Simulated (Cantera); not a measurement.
A closed system holds: 1 mol SiH2Cl2, 530 mol H2, 0.23 mol CH4, held at 17.0 mbar.

Cantera equilibrium calculation (NASA polynomials, part measured and part estimated; ideal gas, pure solids and liquids). Candidate condensed phases: C, C6H6, C7H8, C8H18, Si, SiC; 109 gas species. Mutual solubility and eutectic melting of coexisting phases are not modelled. Gases not in the tables: Si2H6 and higher silanes. The numbers say what is thermodynamically allowed, not how fast it happens.

Which condensed phases are stable at each of these points (T (K)): 1825, 1850, 1875, 1900, 1925, 1950, 1975, 2000, 2025, 2050, 2075, 2100, 2125?


| T (K) | condensed phases | Si condensed (%) |
|---|---|---|
| 1825 | Si(l) + SiC(s) | 78.6 |
| 1850 | Si(l) + SiC(s) | 71.3 |
| 1875 | Si(l) + SiC(s) | 61.3 |
| 1900 | Si(l) + SiC(s) | 47.7 |
| 1925 | Si(l) + SiC(s) | 29.4 |
| 1950 | SiC(s) | 21.4 |
| 1975 | SiC(s) | 20.9 |
| 2000 | SiC(s) | 20.0 |
| 2025 | SiC(s) | 18.2 |
| 2050 | SiC(s) | 14.4 |
| 2075 | SiC(s) | 7.5 |
| 2100 | gas only | 0.0 |
| 2125 | gas only | 0.0 |

From 1825 K to 1925 K the condensed part is Si(l) + SiC(s). From 1950 K to 2075 K the condensed part is SiC(s). From 2100 K to 2125 K nothing is condensed.
